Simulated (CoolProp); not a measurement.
Values from CoolProp's reference Helmholtz-energy equation of state, Bücker 2006.

### Question
Give the vapour pressure (bar), vapour density (kg/m³), liquid viscosity (µPa s), vapour viscosity (µPa s) of saturated isobutane at 253.2, 273.3, 333.6 K.

### Answer
```csv
T (K),p (bar),vapour density (kg/m³),liquid viscosity (µPa s),vapour viscosity (µPa s)
253.2,0.726,2.07,252,6.38
273.3,1.58,4.28,198,6.87
333.6,8.78,22.7,105,8.57
```

Viscosity comes from a separate model (Vogel 2000).
